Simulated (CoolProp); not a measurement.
Model: reference Helmholtz-energy equation of state, Zhou 2012, in CoolProp.

Question: For m-xylene, give the phase and the isothermal compressibility (1/MPa), expansivity (1/kK) at 620 K and 2410 kPa; 620 K and 3860 kPa; 620 K and 4820 kPa.

Answer: 
- 620 K and 2410 kPa: gas; isothermal compressibility 0.651, expansivity 5.23
- 620 K and 3860 kPa: supercritical; isothermal compressibility 0.401, expansivity 28.5
- 620 K and 4820 kPa: supercritical; isothermal compressibility 0.0781, expansivity 8.46
